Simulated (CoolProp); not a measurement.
Hexamethyldisiloxane (MM) at several states: fugacity coefficient from the reference equation and from simpler models built on Tc = 518.7 K, pc = 1931 kPa, ω = 0.418; each cubic takes its own stable root.

Model: reference Helmholtz-energy equation of state, Thol 2016, in CoolProp.

| T (K) | p (kPa) | phase | reference | van der Waals | Redlich-Kwong | Peng-Robinson |
|---|---|---|---|---|---|---|
| 374.1 | 506 | liquid | 0.1967 | [?] | [?] | 0.1974 |
| 595.4 | 93.8 | gas | 0.9895 | 0.9898 | 0.9890 | 0.9887 |
| 406 | 4800 | liquid | [?] | 0.1854 | 0.1054 | 0.06153 |

Task: Some entries are withheld; supply them.

Result: 
- 374.1, van der Waals: 0.7622
- 374.1, Redlich-Kwong: 0.3970
- 406, reference: 0.06235
